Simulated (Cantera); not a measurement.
Cantera run, input and output.

```python
import numpy as np
import cantera as ct

gas = ct.Solution("h2o2.yaml")
gas.TPX = 1350, 2666, {'H2': 0.34, 'O2': 1}
reactor = ct.IdealGasConstPressureReactor(gas, energy="off", clone=False)
net = ct.ReactorNet([reactor])
net.rtol, net.atol = 1e-08, 1e-18
show = ['H2', 'O2', 'O', 'H2O', 'H2O2', 'H', 'OH']
times = np.geomspace(1e-05, 40, 9)

steps = ct.SolutionArray(gas, extra=["t"])
rows = []
print(f"{'t/s':>10s}{'T/K':>9s}{'P/Pa':>11s}" + "".join(f"{s:>11s}" for s in show))
for t in times:
    while net.time < t:
        t_next = net.step()
        steps.append(gas.state, t=t_next)
    rows.append([np.interp(t, steps.t, y) for y in (steps.T, steps.P, *steps(*show).X.T)])
    print(f"{t:10.3e}{rows[-1][0]:9.1f}{rows[-1][1]:11.4g}" + "".join(f"{x:11.3e}" for x in rows[-1][2:]))
rate = np.gradient(steps.T, steps.t)
print("integrator steps:", len(steps.t))
if steps.T.max() > steps.T[0] + 200:
    print(f"time of steepest temperature rise: {steps.t[rate.argmax()]:.4e} s")
gas.TPX = 1350, 2666, {'H2': 0.34, 'O2': 1}
gas.equilibrate("TP")
print(f"equilibrium (TP): T = {gas.T:.1f} K  " + "  ".join(f"{s} {gas[s].X[0]:.3e}" for s in show))
```

Output:

```
       t/s      T/K       P/Pa         H2         O2          O        H2O       H2O2          H         OH
 1.000e-05   1350.0       2666  2.537e-01  7.463e-01  1.039e-08  6.259e-09  2.865e-11  3.904e-08  8.842e-09
 6.687e-05   1350.0       2666  2.537e-01  7.463e-01  7.380e-07  1.783e-06  1.254e-09  1.331e-06  5.435e-07
 4.472e-04   1350.0       2666  1.653e-02  6.019e-01  9.134e-02  1.870e-01  5.896e-07  8.456e-02  1.857e-02
 2.991e-03   1350.0       2666  9.430e-03  6.509e-01  5.128e-02  2.391e-01  6.912e-07  3.449e-02  1.478e-02
 2.000e-02   1350.0       2666  5.493e-04  7.055e-01  2.699e-03  2.872e-01  3.013e-07  4.153e-04  3.667e-03
 1.337e-01   1350.0       2666  1.621e-05  7.091e-01  8.058e-05  2.902e-01  4.144e-08  2.143e-06  6.380e-04
 8.944e-01   1350.0       2666  1.300e-06  7.093e-01  6.553e-06  2.905e-01  6.725e-09  4.972e-08  1.820e-04
 5.981e+00   1350.0       2666  4.373e-07  7.094e-01  2.207e-06  2.905e-01  3.183e-09  9.788e-09  1.056e-04
 4.000e+01   1350.0       2666  4.341e-07  7.094e-01  2.191e-06  2.905e-01  3.169e-09  9.681e-09  1.052e-04
integrator steps: 1953
equilibrium (TP): T = 1350.0 K  H2 4.341e-07  O2 7.094e-01  O 2.191e-06  H2O 2.905e-01  H2O2 3.169e-09  H 9.681e-09  OH 1.052e-04
```

Computed with Cantera and the H2/O2 subset of GRI-Mech 3.0, which has no nitrogen chemistry. Radical loss at walls, strong at low pressure, is not modelled. The temperature is held fixed by assumption; the heat of reaction is taken as removed at once.
